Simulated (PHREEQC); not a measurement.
Make-up at 25 °C: 0.11 mol/kgw NaBr, 0.019 mol/kgw CsBr and 0.084 mol/kgw KF. It is in equilibrium with CO2 at log p = -3.4 (atm). Otherwise closed; pH follows from the charge balance.

Model: ion-association model, wateq4f.dat, run in PHREEQC.

This is a speciation only: nothing precipitates in the calculation.

Q: Order these C species by the share of C that they hold, largest first: CO2, NaHCO3, HCO3-.

A: HCO3- (68 %), CO2 (30 %), NaHCO3 (2.2 %)

The pH is 6.56 and the ionic strength 0.210 mol/kgw.
